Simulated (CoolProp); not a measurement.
Saturation properties of propylene (Tc = 91.1 °C, pc = 4555 kPa, ω = 0.146).

The numbers come from the reference Helmholtz-energy equation of state, Lemmon 2013 in CoolProp.

```csv
T (°C),p (kPa),liquid density (kg/m³),vapour density (kg/m³),liquid cp (kJ/(kg K)),liquid viscosity (µPa s)
-26.55,241.1,583.1,5.300,2.280,156
-22.55,279.1,577.8,6.083,2.301,150
-18.45,___,572.3,6.976,2.323,144
-14.45,369.8,566.8,7.942,2.346,138
-10.45,421.9,561.2,9.008,2.370,133
-6.35,480.9,___,10.21,2.397,128
-2.35,544.2,549.6,11.51,2.424,123
1.65,613.4,543.7,12.93,2.453,118
5.75,___,537.5,14.53,2.485,114
9.75,773.2,531.3,16.24,2.518,___
13.75,862.6,525.0,18.12,2.553,106
```

Question: What belongs in the gaps?

Answer: 
- -18.45, p (kPa): 322.6
- -6.35, liquid density (kg/m³): 555.4
- 5.75, p (kPa): 690.9
- 9.75, liquid viscosity (µPa s): 110

It boils at -47.6 °C under 1 atm.

Viscosity comes from a separate model (Huber 2003), an estimate that may be off by 10 % or more.
